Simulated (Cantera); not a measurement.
An adiabatic, constant-pressure homogeneous reactor starts with 14.7 % CH4, 16.3 % O2, 61.4 % N2, 7.64 % H2O, at 1450 K and 1000000 Pa.

Detailed kinetics in Cantera: GRI-Mech 3.0 (53 species, 325 reactions).

**Question.** Predict: time of steepest temperature rise; temperature at 2.00 s; equilibrium temperature; x(O2) at 2.00 s; x(H2O) at 2.00 s; x(NO2) at 2.00 s; x(N2O) at 2.00 s; x(O) at 2.00 s; x(HCN) at 2.00 s.

**Answer.** 
- time of steepest temperature rise = 0.484 ms
- temperature at 2.00 s = 2528 K
- equilibrium temperature = 2528 K
- x(O2) at 2.00 s = 1.15e-5 (gas-phase equilibrium 1.15e-5)
- x(H2O) at 2.00 s = 0.198 (gas-phase equilibrium 0.198)
- x(NO2) at 2.00 s = 3.00e-9 (gas-phase equilibrium 3.00e-9)
- x(N2O) at 2.00 s = 2.16e-8 (gas-phase equilibrium 2.16e-8)
- x(O) at 2.00 s = 1.79e-5 (gas-phase equilibrium 1.79e-5)
- x(HCN) at 2.00 s = 3.59e-7 (gas-phase equilibrium 3.59e-7)
